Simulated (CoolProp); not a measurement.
m-xylene along the isobar 11.2 MPa: fugacity coefficient from the reference equation and from simpler models built on Tc = 343.7 °C, pc = 3.535 MPa, ω = 0.326; each cubic takes its own stable root.

Computed with CoolProp (reference Helmholtz-energy equation of state, Zhou 2012).

```csv
T (°C),phase,reference
73.45,liquid,0.001703
92.95,liquid,0.003482
112.45,liquid,0.006514
132.05,liquid,0.01134
151.55,liquid,0.01846
171.05,liquid,0.02845
190.65,liquid,0.04190
210.15,liquid,0.05908
229.65,liquid,0.08033
249.25,liquid,0.1059
268.75,liquid,0.1355
288.25,liquid,0.1690
307.75,liquid,0.2059
327.35,liquid,0.2460
346.85,supercritical,0.2879
```

**Question.** How far does each simpler model (van der Waals, Redlich-Kwong, Peng-Robinson) lie from the reference over these 15 states: mean and median of the absolute difference, and the worst?

**Answer.** 
- van der Waals: mean 470.0 %, median 186.4 %, worst +2290.5 % at 73.45 °C and 11.2 MPa
- Redlich-Kwong: mean 78.7 %, median 56.7 %, worst +227.4 % at 73.45 °C and 11.2 MPa
- Peng-Robinson: mean 1.6 %, median 1.5 %, worst +2.6 % at 346.85 °C and 11.2 MPa
